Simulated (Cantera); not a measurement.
An isothermal, constant-pressure homogeneous reactor starts with C₃H₈ : H₂ : H₂O = 1 : 46 : 0.77 (molar parts), at 1048 K and 4.50 Torr.

Cantera simulation using GRI-Mech 3.0 (53 species, 325 reactions); the numbers are that mechanism's predictions, not measurements. GRI-Mech 3.0 was tuned for natural gas; its chemistry of propane as a main component is partial and can be far from experiment. GRI-Mech 3.0 stops at C3 and has no aromatics, soot or wall deposition, so with more carbon than oxygen in the feed, carbon stays in small species such as C2H2 where larger ones or solid carbon would form. Radical loss at walls, strong at low pressure, is not modelled.

Q: Predict: x(C₃H₈) at 20.0 s; x(H₂) at 20.0 s; x(C₂H₆) at 20.0 s; x(H) at 20.0 s; x(CH₄) at 20.0 s.

A: 
| Quantity | Result |
|---|---|
| x(C₃H₈) at 20.0 s | 4.81e-7 (gas-phase equilibrium 2.49e-11) |
| x(H₂) at 20.0 s | 0.943 (gas-phase equilibrium 0.939) |
| x(C₂H₆) at 20.0 s | 0.000123 (gas-phase equilibrium 5.67e-7) |
| x(H) at 20.0 s | 1.15e-6 (gas-phase equilibrium 9.73e-8) |
| x(CH₄) at 20.0 s | 0.0210 (gas-phase equilibrium 0.0449) |
